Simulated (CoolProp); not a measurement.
Model: reference Helmholtz-energy equation of state, Akasaka 2020, in CoolProp.

Question: For R1123, give the phase and the cv (kJ/(kg K)), Joule-Thomson coefficient (K/MPa) at 268.5 K and 0.164 bar; 202.1 K and 6.97 bar.

Answer: 
- 268.5 K and 0.164 bar: gas; cv 0.688, Joule-Thomson coefficient 17.8
- 202.1 K and 6.97 bar: liquid; cv 0.792, Joule-Thomson coefficient -0.321
